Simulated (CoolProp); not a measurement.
Vapour-liquid equilibrium of dimethyl carbonate (1) + n-nonane (2) at 0.0819 MPa; x and y are mole fractions of (1).

Computed with CoolProp (multi-fluid Helmholtz-energy mixture model, Zhou 2011 and Lemmon 2006; pair parameters Bell 2016).

Q: Give the bubble temperature and the first vapour's composition at x = 0.05, 0.275, 0.35. Is there an azeotrope?

A: x = 0.05: 399.9 K, y = 0.395; x = 0.275: 368.1 K, y = 0.828; x = 0.35: 364.6 K, y = 0.858. No azeotrope shows between x = 0.05 and 0.95.

The pair parameters rest on a limited set of measurements; away from them the model extrapolates. With so large a gap from Raoult's law the liquid may split in two, which this calculation doesn't test in full.
